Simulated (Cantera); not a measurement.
A closed system holds: 1 mol Al, 42 mol H₂O, 53 mol N₂, 0.34 mol O₂, equilibrated at 10.0 mbar.

Method: chemical equilibrium by Gibbs-energy minimisation in Cantera with the NASA 1993 tables (ideal gas, pure condensed phases). Candidate condensed phases: Al, AlN, Al₂O₃, H₂O; 35 gas species. Kinetics and transport are ignored.

x: gas mole fraction; n: condensed amount in mol.

```json
[
 {"T (K)": "673", "x N₂": "0.558", "x H₂O": "0.433", "x H₂": "0.00863", "x OH": "<1e-12", "x O₂": "<1e-12", "x H": "<1e-12", "n Al₂O₃(s)": "0.500"},
 {"T (K)": "773", "x N₂": "0.558", "x H₂O": "0.433", "x H₂": "0.00863", "x OH": "<1e-12", "x O₂": "<1e-12", "x H": "<1e-12", "n Al₂O₃(s)": "0.500"},
 {"T (K)": "873", "x N₂": "0.558", "x H₂O": "0.433", "x H₂": "0.00863", "x OH": "1.57e-12", "x O₂": "<1e-12", "x H": "4.35e-11", "n Al₂O₃(s)": "0.500"},
 {"T (K)": "973", "x N₂": "0.558", "x H₂O": "0.433", "x H₂": "0.00863", "x OH": "9.01e-11", "x O₂": "<1e-12", "x H": "1.00e-9", "n Al₂O₃(s)": "0.500"},
 {"T (K)": "1073", "x N₂": "0.558", "x H₂O": "0.433", "x H₂": "0.00863", "x OH": "2.44e-9", "x O₂": "<1e-12", "x H": "1.30e-8", "n Al₂O₃(s)": "0.500"},
 {"T (K)": "1173", "x N₂": "0.558", "x H₂O": "0.433", "x H₂": "0.00863", "x OH": "3.79e-8", "x O₂": "1.29e-11", "x H": "1.10e-7", "n Al₂O₃(s)": "0.500"},
 {"T (K)": "1273", "x N₂": "0.558", "x H₂O": "0.433", "x H₂": "0.00863", "x OH": "3.83e-7", "x O₂": "7.14e-10", "x H": "6.63e-7", "n Al₂O₃(s)": "0.500"},
 {"T (K)": "1373", "x N₂": "0.558", "x H₂O": "0.433", "x H₂": "0.00863", "x OH": "2.77e-6", "x O₂": "2.21e-8", "x H": "3.09e-6", "n Al₂O₃(s)": "0.500"},
 {"T (K)": "1473", "x N₂": "0.558", "x H₂O": "0.433", "x H₂": "0.00864", "x OH": "1.54e-5", "x O₂": "4.32e-7", "x H": "1.18e-5", "n Al₂O₃(s)": "0.500"},
 {"T (K)": "1573", "x N₂": "0.558", "x H₂O": "0.433", "x H₂": "0.00867", "x OH": "6.83e-5", "x O₂": "5.77e-6", "x H": "3.78e-5", "n Al₂O₃(s)": "0.500"},
 {"T (K)": "1673", "x N₂": "0.558", "x H₂O": "0.433", "x H₂": "0.00885", "x OH": "0.000252", "x O₂": "5.45e-5", "x H": "0.000107", "n Al₂O₃(s)": "0.500"},
 {"T (K)": "1773", "x N₂": "0.557", "x H₂O": "0.431", "x H₂": "?", "x OH": "?", "x O₂": "?", "x H": "?", "n Al₂O₃(s)": "0.500"},
 {"T (K)": "1873", "x N₂": "0.556", "x H₂O": "0.427", "x H₂": "0.0123", "x OH": "0.00193", "x O₂": "0.00130", "x H": "0.000715", "n Al₂O₃(s)": "0.500"},
 {"T (K)": "1973", "x N₂": "0.554", "x H₂O": "0.419", "x H₂": "0.0173", "x OH": "0.00408", "x O₂": "0.00324", "x H": "0.00177", "n Al₂O₃(s)": "0.500"}
]
```

What belongs in the gaps?


- 1773, x H₂: 0.00970
- 1773, x OH: 0.000772
- 1773, x O₂: 0.000344
- 1773, x H: 0.000280
